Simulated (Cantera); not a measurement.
An isothermal, constant-pressure homogeneous reactor starts with H₂ : O₂ : N₂ = 0.13 : 1 : 0.12 (molar parts), at 1325 K and 1.20 Torr. Integrator tolerance rtol = 1e-08.

Computed with Cantera and GRI-Mech 3.0 (53 species, 325 reactions). Radical loss at walls, strong at low pressure, is not modelled. The temperature is held fixed by assumption; the heat of reaction is taken as removed at once.

Problem. What does this change do: H2 0.13 to 0.74 parts?

Solution. 
| quantity | before | after |
|---|---|---|
| x(H₂) at 1.00 s | 0.00238 (gas-phase equilibrium 4.17e-7) | 0.0176 (gas-phase equilibrium 2.58e-6) |
| x(O₂) at 1.00 s | 0.747 (gas-phase equilibrium 0.789) | 0.396 (gas-phase equilibrium 0.423) |
| x(NO) at 1.00 s | 3.44e-7 (gas-phase equilibrium 0.000324) | 1.88e-6 (gas-phase equilibrium 0.000212) |
| x(OH) at 1.00 s | 0.00749 (gas-phase equilibrium 0.000102) | 0.0148 (gas-phase equilibrium 0.000186) |
| x(H₂O₂) at 1.00 s | 1.70e-8 (gas-phase equilibrium 2.58e-10) | 7.68e-8 (gas-phase equilibrium 8.55e-10) |
| x(HO₂) at 1.00 s | 4.58e-7 (gas-phase equilibrium 2.67e-8) | 1.04e-6 (gas-phase equilibrium 3.56e-8) |

Problem. What does this change do: temperature 1325 to 1073 K?

Solution. 
```tsv
quantity	before	after
x(H₂) at 1.00 s	0.00238 (gas-phase equilibrium 4.17e-7)	0.00126 (gas-phase equilibrium 2.07e-9)
x(O₂) at 1.00 s	0.747 (gas-phase equilibrium 0.789)	0.770 (gas-phase equilibrium 0.789)
x(NO) at 1.00 s	3.44e-7 (gas-phase equilibrium 0.000324)	1.64e-7 (gas-phase equilibrium 4.62e-5)
x(OH) at 1.00 s	0.00749 (gas-phase equilibrium 0.000102)	0.00244 (gas-phase equilibrium 3.18e-6)
x(H₂O₂) at 1.00 s	1.70e-8 (gas-phase equilibrium 2.58e-10)	2.18e-8 (gas-phase equilibrium 2.63e-11)
x(HO₂) at 1.00 s	4.58e-7 (gas-phase equilibrium 2.67e-8)	8.85e-7 (gas-phase equilibrium 1.56e-9)
```
